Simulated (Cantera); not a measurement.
A Cantera script and what it prints.

```python
import numpy as np
import cantera as ct

gas_names = [...]  # 123 gases of nasa_gas.yaml made of C, H, O, Si
cond_names = """
    C(gr) C6H6(L) C7H8(L) C8H18(L),n-octa H2O(s) H2O(L) Si(cr) Si(L) SiC(b) SiO2(Lqz) SiO2(hqz) SiO2(L)
""".split()


# ... load() reads the species with a 1 bar reference pressure and builds the phases ...
atoms = {
    'TEOS': {'Si': 1, 'C': 8, 'H': 20, 'O': 4},
    'H2O': {'H': 2, 'O': 1},
}
top_T = {'C(gr)': 4500, 'SiC(b)': 3050}  # K; cautious upper limits of use, not melting points


# ... equilibrate(T, P, feed) seeds the gas with the atoms and calls Mixture.equilibrate('TP', solver="vcs", rtol=1e-11, max_steps=5000) ...
results = []
feed = {'TEOS': 1, 'H2O': 0.41}  # mol
P = 9.3  # Pa
for T in [700, 850, 1000, 1150, 1300, 1450, 1600, 1750, 1900, 2050]:
    mix = equilibrate(T, P, feed)
    results.append((T, P, feed, dict(zip(mix.species_names, mix.species_moles))))
    x = sorted(zip(gas.X, gas.species_names), reverse=True)
    print(f"T = {T:g} K  P = {P:g} Pa  gas = {mix.phase_moles(0):.4g} mol")
    print("   x: " + "  ".join(f"{s} {v:.3e}" for v, s in x if v > 1e-05))
    print("   condensed (mol): " + ("  ".join(f"{mix.phase(i).name} {mix.phase_moles(i):.4g}"
          for i in range(1, mix.n_phases) if mix.phase_moles(i) > 1e-12) or "none"))
```

It prints:

```
T = 700 K  P = 9.3 Pa  gas = 12.62 mol
   x: H2 8.187e-01  CO 1.652e-01  CO2 1.023e-02  H2O 5.385e-03  CH4 5.302e-04
   condensed (mol): C(gr) 5.78  SiO2(Lqz) 1
T = 850 K  P = 9.3 Pa  gas = 12.82 mol
   x: H2 8.120e-01  CO 1.878e-01  H2O 1.000e-04  CO2 7.065e-05  CH4 3.815e-05
   condensed (mol): C(gr) 5.592  SiO2(hqz) 1
T = 1000 K  P = 9.3 Pa  gas = 12.82 mol
   x: H2 8.120e-01  CO 1.880e-01
   condensed (mol): C(gr) 5.59  SiO2(hqz) 1
T = 1150 K  P = 9.3 Pa  gas = 12.82 mol
   x: H2 8.119e-01  CO 1.880e-01  SiO 3.743e-05
   condensed (mol): C(gr) 5.59  SiO2(hqz) 0.9995
T = 1300 K  P = 9.3 Pa  gas = 14.82 mol
   x: H2 7.023e-01  CO 2.973e-01  SiO 2.210e-04  H 9.614e-05
   condensed (mol): C(gr) 2.597  SiC(b) 0.9967
T = 1450 K  P = 9.3 Pa  gas = 14.83 mol
   x: H2 7.017e-01  CO 2.970e-01  H 8.215e-04  SiO 4.687e-04
   condensed (mol): C(gr) 2.604  SiC(b) 0.993
T = 1600 K  P = 9.3 Pa  gas = 14.86 mol
   x: H2 6.984e-01  CO 2.960e-01  H 4.711e-03  SiO 8.585e-04  C2H2,acetylene 1.921e-05  Si 1.102e-05
   condensed (mol): C(gr) 2.615  SiC(b) 0.9871
T = 1750 K  P = 9.3 Pa  gas = 14.97 mol
   x: H2 6.851e-01  CO 2.931e-01  H 1.996e-02  SiO 1.404e-03  Si 3.072e-04  C2H2,acetylene 7.872e-05
   condensed (mol): C(gr) 2.634  SiC(b) 0.9742
T = 1900 K  P = 9.3 Pa  gas = 15.41 mol
   x: H2 6.423e-01  CO 2.841e-01  H 6.595e-02  Si 5.036e-03  SiO 2.072e-03  C2H2,acetylene 2.453e-04  SiC2 1.274e-04  Si2C 8.831e-05  SiH 3.379e-05
   condensed (mol): C(gr) 2.724  SiC(b) 0.8852
T = 2050 K  P = 9.3 Pa  gas = 17.21 mol
   x: H2 5.195e-01  CO 2.539e-01  H 1.696e-01  Si 4.977e-02  SiC2 2.586e-03  SiO 2.414e-03  Si2C 1.528e-03  C2H2,acetylene 5.515e-04  SiH 2.093e-04  Si2 3.475e-05
   condensed (mol): C(gr) 3.497
```

These are equilibrium values from Cantera (NASA tables, ideal gas, pure condensed phases), not measurements of a reactor. The feed counts by its element totals alone. The tables hold silica as quartz up to 1696 K and as liquid above; real silica turns to tridymite and cristobalite and melts near 1996 K.
